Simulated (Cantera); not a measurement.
An isothermal, constant-pressure homogeneous reactor starts with 40.8 % CH4, 20.0 % CO2, 39.2 % H2, at 2100 K and 29.0 bar.

Cantera simulation using GRI-Mech 3.0 (53 species, 325 reactions); the numbers are that mechanism's predictions, not measurements. GRI-Mech 3.0 stops at C3 and has no aromatics, soot or wall deposition, so with more carbon than oxygen in the feed, carbon stays in small species such as C2H2 where larger ones or solid carbon would form. The pressure lies above the range GRI-Mech 3.0 was tuned for (to about 10 atm).

x: mole fraction; the columns are a selection and need not sum to one.

| t (s) | x CH4 | x CO2 | x H2 | x C2H6 | x CH2O | x CO |
|---|---|---|---|---|---|---|
| 0.000300 | 0.0415 | ? | 0.560 | 4.92e-5 | 3.68e-6 | 0.164 |
| 0.000663 | 0.0382 | ? | 0.583 | 4.18e-5 | 2.99e-6 | 0.184 |
| 0.00147 | 0.0356 | ? | 0.610 | 3.55e-5 | 2.45e-6 | 0.210 |
| 0.00324 | 0.0327 | ? | 0.637 | 2.93e-5 | 2.13e-6 | 0.235 |
| 0.00717 | 0.0305 | ? | 0.654 | 2.52e-5 | 2.01e-6 | 0.251 |
| 0.0158 | 0.0296 | ? | 0.660 | 2.37e-5 | 1.99e-6 | 0.256 |
| 0.0350 | 0.0296 | 4.43e-6 | 0.661 | 2.36e-5 | 1.99e-6 | 0.257 |
| 0.0775 | 0.0296 | 4.25e-6 | 0.661 | 2.36e-5 | 1.99e-6 | 0.257 |
| 0.171 | 0.0296 | 4.25e-6 | 0.661 | 2.36e-5 | 1.99e-6 | 0.257 |
| 0.379 | 0.0296 | 4.25e-6 | 0.661 | 2.36e-5 | 1.99e-6 | 0.257 |
| 0.837 | 0.0296 | 4.25e-6 | 0.661 | 2.36e-5 | 1.99e-6 | 0.257 |
| 1.85 | 0.0296 | 4.25e-6 | 0.661 | 2.36e-5 | 1.99e-6 | 0.257 |
| 4.09 | 0.0296 | 4.25e-6 | 0.661 | 2.36e-5 | 1.99e-6 | 0.257 |
| 9.05 | 0.0296 | 4.25e-6 | 0.661 | 2.36e-5 | 1.99e-6 | 0.257 |
| 20.0 | 0.0296 | 4.25e-6 | 0.661 | 2.36e-5 | 1.99e-6 | 0.257 |

Q: Some entries are withheld; supply them.

A: 
- 0.000300, x CO2: 0.00683
- 0.000663, x CO2: 0.00565
- 0.00147, x CO2: 0.00394
- 0.00324, x CO2: 0.00198
- 0.00717, x CO2: 0.000557
- 0.0158, x CO2: 4.81e-5
